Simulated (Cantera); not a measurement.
**Thermodynamics of aluminium and copper etching, feed Cu + HF**

Feed: 1 mol Cu, 2 mol HF, held at 158 Torr.

Equilibrium computed with Cantera from the NASA thermochemical tables; the gas is ideal and each condensed phase is pure. Candidate condensed phases: Cu, CuF₂; 15 gas species. Kinetics and transport are ignored.

| T (K) | x HF | x H₂F₂ | x CuF | x H₂ | x Cu | x H₃F₃ | n Cu(s) | n Cu(l) |
|---|---|---|---|---|---|---|---|---|
| 400 | 0.998 | 0.00166 | <1e-12 | 3.36e-11 | <1e-12 | 3.07e-6 | 1.00 | 0 |
| 500 | 1.000 | 0.000290 | <1e-12 | 5.65e-11 | <1e-12 | 7.36e-8 | 1.00 | 0 |
| 600 | 1.000 | 8.87e-5 | <1e-12 | 8.74e-11 | <1e-12 | 6.20e-9 | 1.00 | 0 |
| 700 | 1.000 | 3.79e-5 | 1.58e-10 | 1.57e-10 | <1e-12 | 1.08e-9 | 1.00 | 0 |
| 800 | 1.000 | 2.00e-5 | 7.36e-9 | 4.68e-9 | <1e-12 | 3.01e-10 | 1.00 | 0 |
| 900 | 1.000 | 1.22e-5 | 1.36e-7 | 7.44e-8 | <1e-12 | 1.14e-10 | 1.00 | 0 |
| 1000 | 1.000 | 8.27e-6 | 1.36e-6 | 7.07e-7 | 7.43e-11 | 5.36e-11 | 1.000 | 0 |
| 1100 | 1.000 | 6.03e-6 | 8.85e-6 | 4.51e-6 | 2.83e-9 | 2.95e-11 | 1.000 | 0 |
| 1200 | 1.000 | 4.66e-6 | 4.18e-5 | 2.12e-5 | 5.85e-8 | 1.82e-11 | 1.000 | 0 |
| 1300 | 1.000 | 3.76e-6 | 0.000155 | 7.80e-5 | 7.51e-7 | 1.23e-11 | 1.000 | 0 |
| 1400 | 0.999 | 3.14e-6 | 0.000463 | 0.000232 | 6.42e-6 | 8.94e-12 | 0 | 0.999 |
| 1500 | 0.998 | 2.69e-6 | 0.00115 | 0.000578 | 3.92e-5 | 6.83e-12 | 0 | 0.998 |
x: gas mole fraction; n: condensed amount in mol.

From 400 K to 1300 K the condensed part is Cu(s). From 1400 K to 1500 K the condensed part is Cu(l).
